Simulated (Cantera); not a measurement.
A freely propagating, adiabatic, planar premixed flame of H₂ : O₂ : N₂ = 1 : 0.312 : 1.56 (molar parts), equivalence ratio 1.6, unburnt at 525 K and 5.92 atm; mixture-averaged transport, grid criteria slope 0.08 and curve 0.16, no radiation.

Cantera simulation using the H2/O2 subset of GRI-Mech 3.0, which has no nitrogen chemistry; the numbers are that mechanism's predictions, not measurements. The hydrogen kinetics of GRI-Mech 3.0 are dated; newer H2 mechanisms differ, most at raised pressure. Burning velocities carry a grid error of a few per cent, more on coarse grids.

x: mole fraction of selected species; z is measured from the peak of heat release.

```
z (mm)   T (K)  u (m/s)   x H₂      x O₂      x H     x HO₂       x O    x H₂O
-------  -----  -------  -----  --------  -------  --------  --------  -------
-0.133     525     5.20  0.348     0.109    <1e-8     <1e-8     <1e-8    <1e-8
-0.0887    525     5.20  0.348     0.109    <1e-8       [?]     <1e-8      [?]
-0.0665    525     5.20  0.348     0.109    <1e-8   1.61e-7     <1e-8  1.32e-6
-0.0444    527     5.21  0.346     0.109    <1e-8   3.50e-6   6.03e-8  2.23e-5
-0.0222    593     5.74  0.329     0.110  5.27e-5  0.000557   9.92e-6  0.00313
-0.0111    883     8.28  0.291     0.101  0.00260  0.000746  0.000217   0.0308
0         1279     11.7  0.231    0.0735   0.0140  0.000344   0.00135   0.0931
0.0111    1567     14.2  0.175    0.0380   0.0282  0.000156   0.00233    0.161
0.0222    1727     15.6  0.145    0.0156   0.0351   6.09e-5   0.00199    0.203
0.0444    1865     16.8  0.130   0.00287   0.0335   1.08e-5   0.00110    0.229
0.0887    1970     17.6  0.132       [?]      [?]       [?]       [?]    0.236
0.177     2050     18.2  0.136  0.000201   0.0155   9.26e-7  0.000243    0.239
0.355     2103     18.6  0.139   7.28e-5  0.00907   3.50e-7   8.74e-5    0.241
```

### Question
Complete the blanks.

### Answer

- -0.0887, x HO₂: 1.32e-8
- -0.0887, x H₂O: 1.27e-7
- 0.0887, x O₂: 0.000544
- 0.0887, x H: 0.0244
- 0.0887, x HO₂: 2.28e-6
- 0.0887, x O: 0.000565
